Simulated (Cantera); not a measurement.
# Equilibrium for calcination and drying: KOH + H2O + CO2

A closed system holds: 1 mol KOH, 0.065 mol H2O, 9.1 mol CO2, at 0.880 bar.

Equilibrium computed with Cantera from the NASA thermochemical tables; the gas is ideal and each condensed phase is pure. Candidate condensed phases: C, C6H6, C7H8, C8H18, H2O, K, KOH, KO2, K2CO3, K2O, K2O2; 116 gas species. The numbers say what is thermodynamically allowed, not how fast it happens.

From 875 K to 1125 K the condensed part is K2CO3(s). From 1175 K to 1375 K the condensed part is K2CO3(l). The main K-bearing gas is KOH throughout.

| T (K) | x CO2 | x H2O | x KOH | x CO | x O2 | n K2CO3(s) | n K2CO3(l) |
|---|---|---|---|---|---|---|---|
| 875 | 0.938 | 0.0616 | 1.67e-8 | 7.25e-9 | 4.24e-9 | 0.500 | 0 |
| 925 | 0.938 | 0.0616 | 1.12e-7 | 2.98e-8 | 1.68e-8 | 0.500 | 0 |
| 975 | 0.938 | 0.0616 | 6.14e-7 | 1.06e-7 | 5.81e-8 | 0.500 | 0 |
| 1025 | 0.938 | 0.0616 | 2.82e-6 | 3.30e-7 | 1.78e-7 | 0.500 | 0 |
| 1075 | 0.938 | 0.0616 | 1.11e-5 | 9.28e-7 | 4.93e-7 | 0.500 | 0 |
| 1125 | 0.938 | 0.0616 | 3.84e-5 | 2.37e-6 | 1.25e-6 | 0.500 | 0 |
| 1175 | 0.938 | 0.0616 | 0.000118 | 5.59e-6 | 2.93e-6 | 0 | 0.499 |
| 1225 | 0.938 | 0.0615 | 0.000311 | 1.23e-5 | 6.40e-6 | 0 | 0.499 |
| 1275 | 0.938 | 0.0612 | 0.000751 | 2.53e-5 | 1.32e-5 | 0 | 0.497 |
| 1325 | 0.938 | 0.0607 | 0.00168 | 4.90e-5 | 2.60e-5 | 0 | 0.492 |
| 1375 | 0.937 | 0.0597 | 0.00351 | 9.02e-5 | 4.90e-5 | 0 | 0.484 |
x: gas mole fraction; n: condensed amount in mol.
